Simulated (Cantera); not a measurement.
Cantera run:

```python
import numpy as np
import cantera as ct

gas_names = """
    C CH CH2 CH3 CH2OH CH3O CH4 CH3OH CN CO CO2 COOH C2 C2H CHCO,ketyl C2H2,acetylene C2H2,vinylidene
    CH2CO,ketene C2H3,vinyl CH3CN CH3CO,acetyl C2H4 C2H4O,ethylen CH3CHO,ethanal CH3COOH (HCOOH)2 C2H5
    C2H6 CH3OCH3 C2H5OH CCN CNC C2N2 C2O C3 C3H3,propargyl C3H4,allene C3H4,propyne C3H4,cyclo-
    C3H5,allyl C3H6,propylene C3H6,cyclo- C3H6O C3H7,n-propyl C3H7,i-propyl C3H8 C3H8O,1propanol
    C3H8O,2propanol C3O2 C4 C4H2 C4H4,1,3-cyclo- C4H6,butadiene C4H6,2-butyne C4H6,cyclo- C4H8,1-butene
    C4H8,cis2-buten C4H8,tr2-butene C4H8,isobutene C4H8,cyclo- (CH3COOH)2 C4H9,n-butyl C4H9,i-butyl
    C4H9,s-butyl C4H9,t-butyl C4H10,isobutane C4H10,n-butane C4N2 C5 C5H6,1,3cyclo- C5H8,cyclo-
    C5H10,1-pentene C5H10,cyclo- C5H11,pentyl C5H11,t-pentyl C5H12,n-pentane C5H12,i-pentane
    CH3C(CH3)2CH3 C6H2 C6H5,phenyl C6H5O,phenoxy C6H6 C6H5OH,phenol C6H10,cyclo- C6H12,1-hexene
    C6H12,cyclo- C6H13,n-hexyl C7H7,benzyl C7H8 C7H8O,cresol C7H14,1-heptene C7H15,n-heptyl
    C7H16,n-heptane C8H8,styrene C8H10,ethylbenz C8H16,1-octene C8H17,n-octyl C8H18,isooctane
    C8H18,n-octane C9H19,n-nonyl C10H8,naphthale C10H21,n-decyl C12H9,o-bipheny C12H10,bipheny H HCN HCO
    HCCN HNC HNCO HNO HNO2 HNO3 HO2 H2 HCHO,formaldehy HCOOH H2O H2O2 N NCO NH NH2 NH3 NH2OH NO NO2 NO3
    N2 N2H2 N2H4 N2O O OH O2 O3
""".split()
cond_names = """
    C(gr) C6H6(L) C7H8(L) C8H18(L),n-octa H2O(s) H2O(L)
""".split()


def load(file, names, dense=False):
    # The tables refer to 1 bar. Condensed volumes are neglected.
    table = {s.name: s for s in ct.Species.list_from_file(file)}
    out = []
    for n in names:
        d = dict(table[n].input_data)
        d["thermo"] = dict(d["thermo"], **{"reference-pressure": 1e5})
        if dense:
            d["equation-of-state"] = {"model": "constant-volume", "density": "1e6 g/cm^3"}
        out.append(ct.Species.from_dict(d))
    return out


gas = ct.Solution(thermo="ideal-gas", species=load("nasa_gas.yaml", gas_names))
cond = {s.name: ct.Solution(thermo="fixed-stoichiometry", species=[s], name=s.name)
        for s in load("nasa_condensed.yaml", cond_names, dense=True)}
atoms = {
    'acetone': {'C': 3, 'H': 6, 'O': 1},
    'NH3': {'N': 1, 'H': 3},
}
top_T = {'C(gr)': 4500}  # K; cautious upper limits of use, not melting points


def equilibrate(T, P, feed):
    n = {}
    for name, mol in feed.items():
        for a, k in atoms[name].items():
            n[a] = n.get(a, 0.0) + k * mol
    gas.TPX = T, P, n
    mass = sum(n.values()) * gas.mean_molecular_weight
    gas.equilibrate("TP")
    valid = [c for c in cond.values() if c.min_temp <= T <= top_T.get(c.name, c.max_temp)]
    mix = ct.Mixture([(gas, mass / gas.mean_molecular_weight)] + [(c, 0.0) for c in valid])
    mix.T, mix.P = T, P
    mix.equilibrate("TP", solver="vcs", rtol=1e-11, max_steps=5000)
    return mix


results = []
feed = {'acetone': 1, 'NH3': 0.15}  # mol
P = 1333.22  # Pa
for T in [1075, 1225, 1375, 1525, 1675, 1825, 1975, 2125, 2275, 2425, 2575, 2725, 2875]:
    mix = equilibrate(T, P, feed)
    results.append((T, P, feed, dict(zip(mix.species_names, mix.species_moles))))

top = {s: max(r[3][s] / sum(r[3][g] for g in gas_names) for r in results) for s in gas_names}
cols = sorted((s for s in top if top[s] > 1e-05), key=lambda s: -top[s])[:6]
seen = [c for c in cond_names if any(r[3].get(c, 0) > 1e-12 for r in results)]
print("log10 of partial pressures in bar; condensed amounts in mol")
print(f"{'T/K':>10s}" + "".join(f"{s[:9]:>10s}" for s in cols + seen))
for T, P, feed, n in results:
    ng = sum(n[g] for g in gas_names)
    print(f"{T:10.4g}" + "".join(f"{np.log10(max(n[s] / ng * P / 1e5, 1e-99)):10.3f}" for s in cols)
          + "".join(f"{n.get(c, 0):10.4g}" for c in seen))
```

It prints:

```
log10 of partial pressures in bar; condensed amounts in mol
       T/K        H2         H        CO        N2 C2H2,acet       HCN     C(gr)
      1075    -2.000    -8.834    -2.509    -3.633   -10.124    -7.617         2
      1225    -2.000    -7.506    -2.509    -3.634    -8.790    -6.827         2
      1375    -2.000    -6.465    -2.509    -3.634    -7.750    -6.211         2
      1525    -2.000    -5.626    -2.509    -3.635    -6.918    -5.718     1.999
      1675    -2.001    -4.935    -2.509    -3.638    -6.237    -5.316     1.998
      1825    -2.002    -4.357    -2.509    -3.644    -5.670    -4.983     1.995
      1975    -2.006    -3.867    -2.511    -3.656    -5.193    -4.705     1.989
      2125    -2.015    -3.448    -2.514    -3.675    -4.791    -4.475     1.978
      2275    -2.035    -3.089    -2.522    -3.705    -4.454    -4.289     1.958
      2425    -2.073    -2.784    -2.536    -3.749    -4.180    -4.145     1.926
      2575    -2.139    -2.530    -2.560    -3.810    -3.972    -4.046     1.879
      2725    -2.247    -2.328    -2.594    -3.888    -3.836    -3.993     1.807
      2875    -2.411    -2.181    -2.638    -3.978    -3.782    -3.991     1.641
```

Method: chemical equilibrium by Gibbs-energy minimisation in Cantera with the NASA 1993 tables (ideal gas, pure condensed phases). The feed counts by its element totals alone.
